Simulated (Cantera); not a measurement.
An isothermal, constant-pressure homogeneous reactor starts with 24.9 % H2, 30.0 % O2, 45.0 % N2, equivalence ratio 0.41, at 1050 K and 0.510 bar.

Cantera simulation using the H2/O2 subset of GRI-Mech 3.0, which has no nitrogen chemistry; the numbers are that mechanism's predictions, not measurements. The temperature is held fixed by assumption; the heat of reaction is taken as removed at once.

One state of this run: x H2 = 0.0314; x O2 = 0.212; x H2O2 = 2.19e-5; x H = 0.00260; x H2O = 0.246; x O = 0.00157. x: mole fraction; the columns are a selection and need not sum to one.

Task: Which value of t (s) does it belong to?
(A) 3.88
(B) 0.146
(C) 0.000206
(D) 0.00106

Result: C, 0.000206
